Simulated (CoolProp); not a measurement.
Properties of R507A along the isotherm 382.3 K (Tc = 343.8 K, pc = 37.05 bar, ω = 0.286).

Computed with CoolProp (reference Helmholtz-energy equation of state, Lemmon 2003). It is a pseudo-pure fit of the blend.

```json
[
 {"p (bar)": "1.68", "phase": "gas", "density (kg/m³)": "5.285", "speed of sound (m/s)": "185.7", "Joule-Thomson coefficient (K/MPa)": "7.777"},
 {"p (bar)": "3.37", "phase": "gas", "density (kg/m³)": "10.73", "speed of sound (m/s)": "183.9", "Joule-Thomson coefficient (K/MPa)": "7.833"},
 {"p (bar)": "5.05", "phase": "gas", "density (kg/m³)": "16.27", "speed of sound (m/s)": "182.2", "Joule-Thomson coefficient (K/MPa)": "7.891"},
 {"p (bar)": "6.74", "phase": "gas", "density (kg/m³)": "21.98", "speed of sound (m/s)": "180.5", "Joule-Thomson coefficient (K/MPa)": "7.950"},
 {"p (bar)": "8.42", "phase": "gas", "density (kg/m³)": "27.81", "speed of sound (m/s)": "178.7", "Joule-Thomson coefficient (K/MPa)": "8.010"},
 {"p (bar)": "10.1", "phase": "gas", "density (kg/m³)": "33.79", "speed of sound (m/s)": "176.9", "Joule-Thomson coefficient (K/MPa)": "8.072"},
 {"p (bar)": "11.8", "phase": "gas", "density (kg/m³)": "40.00", "speed of sound (m/s)": "175.1", "Joule-Thomson coefficient (K/MPa)": "8.135"},
 {"p (bar)": "13.5", "phase": "gas", "density (kg/m³)": "46.39", "speed of sound (m/s)": "173.2", "Joule-Thomson coefficient (K/MPa)": "8.199"},
 {"p (bar)": "15.2", "phase": "gas", "density (kg/m³)": "52.97", "speed of sound (m/s)": "171.4", "Joule-Thomson coefficient (K/MPa)": "8.265"},
 {"p (bar)": "16.8", "phase": "gas", "density (kg/m³)": "59.35", "speed of sound (m/s)": "169.6", "Joule-Thomson coefficient (K/MPa)": "8.327"},
 {"p (bar)": "18.5", "phase": "gas", "density (kg/m³)": "66.33", "speed of sound (m/s)": "167.7", "Joule-Thomson coefficient (K/MPa)": "8.395"}
]
```
